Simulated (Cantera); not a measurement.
## Adiabatic ignition

An adiabatic, constant-pressure homogeneous reactor starts with CO : H2 : O2 : N2 = 1 : 0.34 : 0.609 : 1.83 (molar parts), equivalence ratio 1.1, at 1250 K and 2.27 atm.

Model: GRI-Mech 3.0 (53 species, 325 reactions), integrated in Cantera. The hydrogen kinetics of GRI-Mech 3.0 are dated; newer H2 mechanisms differ, most at raised pressure.

```
t (s)     T (K)   x CO     x H2    x O2      x O    x H2O    x HO2    x CO2
--------  -----  -----  -------  ------  -------  -------  -------  -------
2.00e-6    1250  0.265   0.0900   0.161  2.13e-8  3.47e-8  2.13e-8  3.39e-8
4.85e-6    1250  0.265   0.0900   0.161  1.73e-7  5.37e-7  1.93e-7  2.52e-7
1.18e-5    1250  0.265   0.0899   0.161  1.95e-5  7.23e-5  2.05e-5  2.70e-5
2.85e-5    2009  0.171   0.0123  0.0634   0.0313   0.0577  2.65e-5    0.107
6.91e-5    2624  0.136  0.00973  0.0454   0.0146   0.0740  8.05e-6    0.156
0.000168   2839  0.120  0.00776  0.0372  0.00889   0.0810  9.35e-6    0.177
0.000406   2850  0.118  0.00765  0.0351  0.00822   0.0817  9.25e-6    0.179
0.000985   2844  0.119  0.00771  0.0331  0.00779   0.0820  8.77e-6    0.179
0.00239    2841  0.119  0.00774  0.0322  0.00759   0.0821  8.54e-6    0.179
0.00579    2841  0.119  0.00774  0.0321  0.00757   0.0821  8.52e-6    0.179
0.0140     2841  0.119  0.00774  0.0321  0.00757   0.0821  8.52e-6    0.179
0.0340     2841  0.119  0.00774  0.0321  0.00757   0.0821  8.52e-6    0.179
0.0825     2841  0.119  0.00774  0.0321  0.00757   0.0821  8.52e-6    0.179
0.200      2841  0.119  0.00774  0.0321  0.00757   0.0821  8.52e-6    0.179
```
x: mole fraction; the columns are a selection and need not sum to one.

```
Property                                                             Value
---------------------------------  ---------------------------------------
time of steepest temperature rise                                  21.8 µs
temperature at 0.200 s                                              2841 K
equilibrium temperature                                             2841 K
x(CO) at 0.200 s                       0.119 (gas-phase equilibrium 0.119)
x(H2) at 0.200 s                   0.00774 (gas-phase equilibrium 0.00774)
x(O2) at 0.200 s                     0.0321 (gas-phase equilibrium 0.0321)
```
